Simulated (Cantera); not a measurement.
An adiabatic, constant-volume homogeneous reactor starts with CH4 : C2H6 : C3H8 : O2 : N2 = 1 : 0.18 : 0.11 : 3.38 : 22 (molar parts), equivalence ratio 0.94, at 1475 K and 0.630 bar.

Cantera simulation using GRI-Mech 3.0 (53 species, 325 reactions); the numbers are that mechanism's predictions, not measurements.

x: mole fraction; the columns are a selection and need not sum to one.

```json
[
 {"t (s)": "2.00e-6", "T (K)": "1475", "P (bar)": "0.630", "x CH4": "0.0375", "x C2H6": "0.00674", "x C3H8": "0.00411", "x O": "2.25e-7", "x H2O2": "1.66e-9"},
 {"t (s)": "4.86e-6", "T (K)": "1474", "P (bar)": "0.630", "x CH4": "0.0375", "x C2H6": "0.00673", "x C3H8": "0.00409", "x O": "6.67e-7", "x H2O2": "1.85e-8"},
 {"t (s)": "1.18e-5", "T (K)": "1474", "P (bar)": "0.630", "x CH4": "0.0375", "x C2H6": "0.00670", "x C3H8": "0.00404", "x O": "1.14e-6", "x H2O2": "1.75e-7"},
 {"t (s)": "2.87e-5", "T (K)": "1472", "P (bar)": "0.629", "x CH4": "0.0373", "x C2H6": "0.00658", "x C3H8": "0.00389", "x O": "2.08e-6", "x H2O2": "1.05e-6"},
 {"t (s)": "6.97e-5", "T (K)": "1472", "P (bar)": "0.630", "x CH4": "0.0367", "x C2H6": "0.00617", "x C3H8": "0.00339", "x O": "4.39e-6", "x H2O2": "2.19e-6"},
 {"t (s)": "0.000169", "T (K)": "1499", "P (bar)": "0.645", "x CH4": "0.0332", "x C2H6": "0.00448", "x C3H8": "0.00174", "x O": "1.42e-5", "x H2O2": "8.73e-6"},
 {"t (s)": "0.000412", "T (K)": "…", "P (bar)": "1.08", "x CH4": "<1e-12", "x C2H6": "<1e-12", "x C3H8": "<1e-12", "x O": "…", "x H2O2": "…"},
 {"t (s)": "0.00100", "T (K)": "2630", "P (bar)": "1.16", "x CH4": "<1e-12", "x C2H6": "<1e-12", "x C3H8": "<1e-12", "x O": "0.00383", "x H2O2": "1.19e-7"},
 {"t (s)": "0.00243", "T (K)": "2642", "P (bar)": "1.16", "x CH4": "<1e-12", "x C2H6": "<1e-12", "x C3H8": "<1e-12", "x O": "0.00339", "x H2O2": "1.22e-7"},
 {"t (s)": "0.00590", "T (K)": "2636", "P (bar)": "1.16", "x CH4": "<1e-12", "x C2H6": "<1e-12", "x C3H8": "<1e-12", "x O": "0.00318", "x H2O2": "1.17e-7"},
 {"t (s)": "0.0143", "T (K)": "2633", "P (bar)": "1.16", "x CH4": "<1e-12", "x C2H6": "<1e-12", "x C3H8": "<1e-12", "x O": "0.00310", "x H2O2": "1.14e-7"},
 {"t (s)": "0.0349", "T (K)": "2633", "P (bar)": "1.16", "x CH4": "<1e-12", "x C2H6": "<1e-12", "x C3H8": "<1e-12", "x O": "0.00310", "x H2O2": "1.14e-7"},
 {"t (s)": "0.0847", "T (K)": "2633", "P (bar)": "1.16", "x CH4": "<1e-12", "x C2H6": "<1e-12", "x C3H8": "<1e-12", "x O": "0.00310", "x H2O2": "1.14e-7"},
 {"t (s)": "0.206", "T (K)": "2633", "P (bar)": "1.16", "x CH4": "<1e-12", "x C2H6": "<1e-12", "x C3H8": "<1e-12", "x O": "0.00310", "x H2O2": "1.14e-7"},
 {"t (s)": "0.500", "T (K)": "2633", "P (bar)": "1.16", "x CH4": "<1e-12", "x C2H6": "<1e-12", "x C3H8": "<1e-12", "x O": "0.00310", "x H2O2": "1.14e-7"}
]
```

**Question.** Some entries are withheld; supply them.

**Answer.** 
- 0.000412, T (K): 2418
- 0.000412, x O: 0.00814
- 0.000412, x H2O2: 8.93e-8
